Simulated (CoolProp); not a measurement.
A single-stage vapour-compression cycle with C2F6 (R116): evaporating at 198.15 K (dew point), condensing at 258.15 K (bubble point), superheat 5 K, subcooling 5 K, compressor efficiency 0.75, no pressure losses. Each further row changes one setting.

Computed with CoolProp (reference Helmholtz-energy equation of state, Lemmon 2006). It is a short technical equation, of lower accuracy than the large ones.

| case | cooling COP | pressure ratio | discharge temperature (K) | refrigerating effect (kJ/kg) | volumetric capacity (kJ/m³) |
|---|---|---|---|---|---|
| as stated | 1.62 | 10.2 | 273.8 | 61.4 | 627 |
| evaporating temperature 203.15 K | 1.89 | 7.92 | 272.2 | 64.0 | 829 |
| condensing temperature 253.15 K | 1.89 | 8.78 | 268.7 | 67.1 | 686 |
| subcooling 10 K | 1.77 | 10.2 | 273.8 | 67.2 | 686 |
| superheat 15 K | 1.68 | 10.2 | 284.0 | 67.8 | 655 |
| compressor efficiency 0.65 | 1.40 | 10.2 | 280.6 | 61.4 | 627 |
